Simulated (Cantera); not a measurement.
# Al₂O₃ + HCl (oxide etching and cleaning by halides)

Charge: 1 mol Al₂O₃, 24 mol HCl, equilibrated at 0.0260 bar.

Equilibrium computed with Cantera from the NASA thermochemical tables; the gas is ideal and each condensed phase is pure. Candidate condensed phases: Al, AlCl₃, Al₂O₃, H₂O; 29 gas species. Equilibrium is a limit: real reactors are often held back by kinetics, nucleation or transport.

```tsv
T (°C)	x HCl	x Cl	x H₂O	x AlCl₃	x H₂	x Cl₂	x H	n Al₂O₃(s)
975	0.998	0.000217	0.00114	0.000762	0.000130	2.09e-5	3.30e-8	0.991
1025	0.997	0.000381	0.00144	0.000960	0.000216	2.54e-5	9.76e-8	0.988
1075	0.996	0.000638	0.00178	0.00119	0.000349	3.01e-5	2.68e-7	0.986
1125	0.995	0.00103	0.00217	0.00144	0.000548	3.50e-5	6.87e-7	0.983
1175	0.993	0.00160	0.00260	0.00173	0.000838	4.02e-5	1.65e-6	0.979
1225	0.991	0.00241	0.00307	0.00205	0.00125	4.55e-5	3.77e-6	0.975
1275	0.989	0.00354	0.00359	0.00239	0.00182	5.10e-5	8.14e-6	0.971
1325	0.985	0.00507	0.00414	0.00276	0.00258	5.66e-5	1.68e-5	0.967
```
x: gas mole fraction; n: condensed amount in mol.

From 975 °C to 1325 °C the condensed part is Al₂O₃(s). The main Al-bearing gas is AlCl₃ throughout. The share of Al in condensed phases is highest at 975 °C (99.1 %) and lowest at 1325 °C (96.7 %).
